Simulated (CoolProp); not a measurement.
R1234yf along the isotherm 341.8 K: density (kg/m³) from the reference equation and from simpler models built on Tc = 367.8 K, pc = 3.384 MPa, ω = 0.276; each cubic takes its own stable root.

Computed with CoolProp (reference Helmholtz-energy equation of state, Lemmon 2022).

```json
[
 {"p (MPa)": "0.338", "phase": "gas", "reference": "14.23", "van der Waals": "14.08", "Redlich-Kwong": "14.18", "Soave-Redlich-Kwong": "14.20"},
 {"p (MPa)": "0.677", "phase": "gas", "reference": "30.11", "van der Waals": "29.39", "Redlich-Kwong": "29.84", "Soave-Redlich-Kwong": "29.96"},
 {"p (MPa)": "1.02", "phase": "gas", "reference": "___", "van der Waals": "46.46", "Redlich-Kwong": "47.63", "Soave-Redlich-Kwong": "47.95"},
 {"p (MPa)": "1.35", "phase": "gas", "reference": "69.04", "van der Waals": "64.85", "Redlich-Kwong": "67.28", "Soave-Redlich-Kwong": "68.02"},
 {"p (MPa)": "1.69", "phase": "gas", "reference": "95.48", "van der Waals": "86.73", "Redlich-Kwong": "91.45", "Soave-Redlich-Kwong": "93.15"},
 {"p (MPa)": "2.03", "phase": "liquid", "reference": "892.3", "van der Waals": "113.4", "Redlich-Kwong": "122.7", "Soave-Redlich-Kwong": "727.2"},
 {"p (MPa)": "2.37", "phase": "liquid", "reference": "901.8", "van der Waals": "149.6", "Redlich-Kwong": "698.7", "Soave-Redlich-Kwong": "742.1"},
 {"p (MPa)": "2.71", "phase": "liquid", "reference": "910.3", "van der Waals": "535.6", "Redlich-Kwong": "716.4", "Soave-Redlich-Kwong": "755.2"},
 {"p (MPa)": "3.05", "phase": "liquid", "reference": "918.1", "van der Waals": "552.8", "Redlich-Kwong": "731.5", "Soave-Redlich-Kwong": "766.9"},
 {"p (MPa)": "3.38", "phase": "liquid", "reference": "925.0", "van der Waals": "566.0", "Redlich-Kwong": "744.4", "Soave-Redlich-Kwong": "777.2"},
 {"p (MPa)": "3.72", "phase": "liquid", "reference": "931.6", "van der Waals": "577.3", "Redlich-Kwong": "___", "Soave-Redlich-Kwong": "787.0"},
 {"p (MPa)": "4.06", "phase": "liquid", "reference": "937.8", "van der Waals": "587.1", "Redlich-Kwong": "767.1", "Soave-Redlich-Kwong": "796.0"},
 {"p (MPa)": "4.4", "phase": "liquid", "reference": "943.5", "van der Waals": "595.8", "Redlich-Kwong": "777.1", "Soave-Redlich-Kwong": "___"},
 {"p (MPa)": "4.74", "phase": "liquid", "reference": "949.0", "van der Waals": "603.6", "Redlich-Kwong": "786.3", "Soave-Redlich-Kwong": "812.3"},
 {"p (MPa)": "5.08", "phase": "liquid", "reference": "954.2", "van der Waals": "610.7", "Redlich-Kwong": "794.9", "Soave-Redlich-Kwong": "819.7"}
]
```

**Question.** Complete the blanks.

**Answer.** 
- 1.02, reference: 48.39
- 3.72, Redlich-Kwong: 756.3
- 4.4, Soave-Redlich-Kwong: 804.4

At some of these states van der Waals, Redlich-Kwong gives the other phase, because its saturation line lies elsewhere.
